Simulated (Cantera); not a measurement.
# Hydrocarbon pyrolysis for carbon deposition

A perfectly stirred reactor is fed with 0.552 % C₂H₆, 99.4 % N₂, at 0.300 bar; it is held at 1425 K, and followed from long to short residence time.

Cantera simulation using GRI-Mech 3.0 (53 species, 325 reactions); the numbers are that mechanism's predictions, not measurements. GRI-Mech 3.0 stops at C3 and has no aromatics, soot or wall deposition, so with more carbon than oxygen in the feed, carbon stays in small species such as C2H2 where larger ones or solid carbon would form.

| τ (s) | x C₂H₆ | x HCN | x CH₃ | x C₂H₄ | x H₂ | x H | x C₂H₂ |
|---|---|---|---|---|---|---|---|
| 1.6 | 2.16e-5 | 3.09e-7 | 1.91e-5 | 0.000115 | 0.00876 | 6.22e-6 | 0.00466 |
| 0.63 | 4.06e-5 | 3.30e-7 | 2.57e-5 | 0.000200 | 0.00875 | 8.82e-6 | 0.00459 |
| 0.25 | 7.67e-5 | 3.41e-7 | 3.49e-5 | 0.000351 | 0.00860 | 1.21e-5 | 0.00443 |
| 0.10 | 0.000148 | 3.37e-7 | 4.81e-5 | 0.000615 | 0.00824 | 1.60e-5 | 0.00411 |
| 0.040 | 0.000295 | 3.18e-7 | 6.80e-5 | 0.00105 | 0.00755 | 1.98e-5 | 0.00353 |
| 0.016 | 0.000608 | 2.86e-7 | 9.85e-5 | 0.00168 | 0.00642 | 2.28e-5 | 0.00263 |
| 0.0063 | 0.00128 | 2.39e-7 | 0.000145 | 0.00225 | 0.00481 | 2.37e-5 | 0.00149 |
| 0.0025 | 0.00246 | 1.77e-7 | 0.000198 | 0.00215 | 0.00299 | 2.18e-5 | 0.000542 |
x: mole fraction; the columns are a selection and need not sum to one.
